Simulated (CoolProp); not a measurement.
Vapour-liquid equilibrium of isobutene (1) + n-octane (2) at 300.5 K; x and y are mole fractions of (1).

Model: multi-fluid Helmholtz-energy mixture model, Lemmon 2005 and Beckmüller 2019; pair parameters Bell 2016, in CoolProp.

```json
[
 {"x": "0.05", "bubble pressure (kPa)": "18.42", "y at the bubble point": "0.888", "dew pressure at overall composition x (kPa)": "2.248", "liquid density (mol/L)": "6.244"},
 {"x": "0.125", "bubble pressure (kPa)": "41.84", "y at the bubble point": "0.953", "dew pressure at overall composition x (kPa)": "2.440", "liquid density (mol/L)": "?"},
 {"x": "0.2", "bubble pressure (kPa)": "64.67", "y at the bubble point": "0.972", "dew pressure at overall composition x (kPa)": "2.668", "liquid density (mol/L)": "6.716"},
 {"x": "0.275", "bubble pressure (kPa)": "87.41", "y at the bubble point": "0.981", "dew pressure at overall composition x (kPa)": "2.942", "liquid density (mol/L)": "6.973"},
 {"x": "0.35", "bubble pressure (kPa)": "110.3", "y at the bubble point": "0.986", "dew pressure at overall composition x (kPa)": "3.280", "liquid density (mol/L)": "7.247"},
 {"x": "0.425", "bubble pressure (kPa)": "133.7", "y at the bubble point": "0.989", "dew pressure at overall composition x (kPa)": "3.705", "liquid density (mol/L)": "7.538"},
 {"x": "0.5", "bubble pressure (kPa)": "157.5", "y at the bubble point": "0.992", "dew pressure at overall composition x (kPa)": "4.256", "liquid density (mol/L)": "7.847"},
 {"x": "0.575", "bubble pressure (kPa)": "181.9", "y at the bubble point": "0.994", "dew pressure at overall composition x (kPa)": "4.999", "liquid density (mol/L)": "?"},
 {"x": "0.65", "bubble pressure (kPa)": "206.6", "y at the bubble point": "0.995", "dew pressure at overall composition x (kPa)": "6.057", "liquid density (mol/L)": "8.524"},
 {"x": "0.725", "bubble pressure (kPa)": "231.8", "y at the bubble point": "0.997", "dew pressure at overall composition x (kPa)": "7.683", "liquid density (mol/L)": "8.895"},
 {"x": "0.8", "bubble pressure (kPa)": "257.3", "y at the bubble point": "?", "dew pressure at overall composition x (kPa)": "10.50", "liquid density (mol/L)": "9.288"},
 {"x": "0.875", "bubble pressure (kPa)": "283.1", "y at the bubble point": "0.999", "dew pressure at overall composition x (kPa)": "16.58", "liquid density (mol/L)": "9.702"},
 {"x": "0.95", "bubble pressure (kPa)": "309.4", "y at the bubble point": "?", "dew pressure at overall composition x (kPa)": "39.24", "liquid density (mol/L)": "10.14"}
]
```

Q: Complete the blanks.

A: 
- 0.125, liquid density (mol/L): 6.473
- 0.575, liquid density (mol/L): 8.175
- 0.8, y at the bubble point: 0.998
- 0.95, y at the bubble point: 1.000

No azeotrope shows between x = 0.05 and 0.95.

Pair parameters are fitted to limited data, so mixtures are less certain than the pure fluids.
